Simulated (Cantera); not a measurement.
Cantera run, input and output.

```python
import numpy as np
import cantera as ct

gas = ct.Solution("gri30.yaml")
gas.TPX = 1275, 101325, {'CH4': 0.75, 'CO': 0.048, 'O2': 1.45, 'N2': 5.44}
reactor = ct.IdealGasConstPressureReactor(gas, energy="on", clone=False)
net = ct.ReactorNet([reactor])
net.rtol, net.atol = 1e-08, 1e-16
show = ['CH4', 'CO', 'O2', 'C2H6', 'C2H', 'CH2']
times = np.geomspace(2e-06, 1, 12)

steps = ct.SolutionArray(gas, extra=["t"])
rows = []
print(f"{'t/s':>10s}{'T/K':>9s}{'P/Pa':>11s}" + "".join(f"{s:>11s}" for s in show))
for t in times:
    while net.time < t:
        t_next = net.step()
        steps.append(gas.state, t=t_next)
    rows.append([np.interp(t, steps.t, y) for y in (steps.T, steps.P, *steps(*show).X.T)])
    print(f"{t:10.3e}{rows[-1][0]:9.1f}{rows[-1][1]:11.4g}" + "".join(f"{x:11.3e}" for x in rows[-1][2:]))
rate = np.gradient(steps.T, steps.t)
print("integrator steps:", len(steps.t))
if steps.T.max() > steps.T[0] + 200:
    print(f"time of steepest temperature rise: {steps.t[rate.argmax()]:.4e} s")
gas.TPX = 1275, 101325, {'CH4': 0.75, 'CO': 0.048, 'O2': 1.45, 'N2': 5.44}
gas.equilibrate("HP")
print(f"equilibrium (HP): T = {gas.T:.1f} K  " + "  ".join(f"{s} {gas[s].X[0]:.3e}" for s in show))
```

Result:

```
       t/s      T/K       P/Pa        CH4         CO         O2       C2H6        C2H        CH2
 2.000e-06   1275.0  1.013e+05  9.755e-02  6.243e-03  1.886e-01  1.467e-15  3.082e-33  5.947e-18
 6.594e-06   1275.0  1.013e+05  9.755e-02  6.243e-03  1.886e-01  5.862e-14  5.179e-32  3.208e-17
 2.174e-05   1275.0  1.013e+05  9.755e-02  6.243e-03  1.886e-01  2.271e-12  1.671e-30  1.983e-16
 7.166e-05   1275.0  1.013e+05  9.755e-02  6.243e-03  1.886e-01  9.321e-11  3.604e-28  1.978e-15
 2.363e-04   1275.0  1.013e+05  9.755e-02  6.243e-03  1.886e-01  5.091e-09  2.394e-25  3.394e-14
 7.789e-04   1275.0  1.013e+05  9.754e-02  6.243e-03  1.886e-01  4.818e-07  4.141e-22  9.262e-13
 2.568e-03   1275.5  1.013e+05  9.742e-02  6.244e-03  1.885e-01  2.082e-05  3.974e-19  7.162e-12
 8.465e-03   1280.3  1.013e+05  9.641e-02  6.363e-03  1.878e-01  2.243e-04  1.498e-16  3.964e-11
 2.791e-02   2663.8  1.013e+05  2.130e-15  4.197e-02  1.315e-02  1.128e-29  7.317e-20  1.039e-14
 9.201e-02   2663.6  1.013e+05  2.135e-15  4.198e-02  1.312e-02  1.132e-29  7.318e-20  1.039e-14
 3.033e-01   2663.6  1.013e+05  2.135e-15  4.198e-02  1.312e-02  1.132e-29  7.318e-20  1.039e-14
 1.000e+00   2663.6  1.013e+05  2.135e-15  4.198e-02  1.312e-02  1.132e-29  7.318e-20  1.039e-14
integrator steps: 2347
time of steepest temperature rise: 1.7165e-02 s
equilibrium (HP): T = 2663.6 K  CH4 2.760e-15  CO 4.198e-02  O2 1.312e-02  C2H6 1.755e-29  C2H 7.813e-20  CH2 1.129e-14
```

Computed with Cantera and GRI-Mech 3.0 (53 species, 325 reactions).
